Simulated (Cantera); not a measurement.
An adiabatic, constant-pressure homogeneous reactor starts with CH4 : O2 : N2 = 1 : 2.5 : 9.4 (molar parts), equivalence ratio 0.80, at 1575 K and 5.00 bar. Integrator tolerance rtol = 1e-08.

Detailed kinetics in Cantera: GRI-Mech 3.0 (53 species, 325 reactions).

Q: What does this change do: pressure from 5.00 bar to 2.80 bar?

A: 
| quantity | before | after |
|---|---|---|
| time of steepest temperature rise | 0.154 ms | 0.243 ms |
| temperature at 0.400 s | 2786 K | 2753 K |
| equilibrium temperature | 2786 K | 2753 K |
| x(CH4) at 0.400 s | <1e-12 (gas-phase equilibrium <1e-12) | <1e-12 (gas-phase equilibrium <1e-12) |
| x(O2) at 0.400 s | 0.0377 (gas-phase equilibrium 0.0377) | 0.0388 (gas-phase equilibrium 0.0388) |
| x(CO) at 0.400 s | 0.0189 (gas-phase equilibrium 0.0189) | 0.0208 (gas-phase equilibrium 0.0208) |
| x(NO2) at 0.400 s | 9.36e-6 (gas-phase equilibrium 9.36e-6) | 7.05e-6 (gas-phase equilibrium 7.05e-6) |
| x(C2H4) at 0.400 s | <1e-12 (gas-phase equilibrium <1e-12) | <1e-12 (gas-phase equilibrium <1e-12) |

Q: What does this change do: pressure from 5.00 bar to 0.470 bar?

A: 
```
quantity                                                            before                                    after
---------------------------------  ---------------------------------------  ---------------------------------------
time of steepest temperature rise                                 0.154 ms                                  1.02 ms
temperature at 0.400 s                                              2786 K                                   2641 K
equilibrium temperature                                             2786 K                                   2641 K
x(CH4) at 0.400 s                    <1e-12 (gas-phase equilibrium <1e-12)    <1e-12 (gas-phase equilibrium <1e-12)
x(O2) at 0.400 s                     0.0377 (gas-phase equilibrium 0.0377)    0.0420 (gas-phase equilibrium 0.0420)
x(CO) at 0.400 s                     0.0189 (gas-phase equilibrium 0.0189)    0.0261 (gas-phase equilibrium 0.0261)
x(NO2) at 0.400 s                  9.36e-6 (gas-phase equilibrium 9.36e-6)  2.91e-6 (gas-phase equilibrium 2.91e-6)
x(C2H4) at 0.400 s                   <1e-12 (gas-phase equilibrium <1e-12)    <1e-12 (gas-phase equilibrium <1e-12)
```
